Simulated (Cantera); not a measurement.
Charge: 1 mol C2H6, 0.041 mol NH3, 84 mol H2, equilibrated at 1152 °C and 98.0 mbar.

Method: chemical equilibrium by Gibbs-energy minimisation in Cantera with the NASA 1993 tables (ideal gas, pure condensed phases). Candidate condensed phases: C, C6H6, C7H8, C8H18; 92 gas species. Kinetics and transport are ignored.

Base state: H2 0.999, CH4 0.000369, N2 0.000231, H 2.18e-5 (mole fractions); condensed: C(graphite).

### Question
What changes in the equilibrium state with this change: NH3 from 0.041 to 0.29 mol?

### Answer
| species | before | after |
|---|---|---|
| H2 | 0.999 | 0.998 |
| N2 | 0.000231 | 0.00164 |
| CH4 | 0.000369 | 0.000368 |
| HCN | 9.20e-6 | 2.45e-5 |
| H | 2.18e-5 | 2.18e-5 |
| C(graphite), mol | 1.97 | 1.96 |
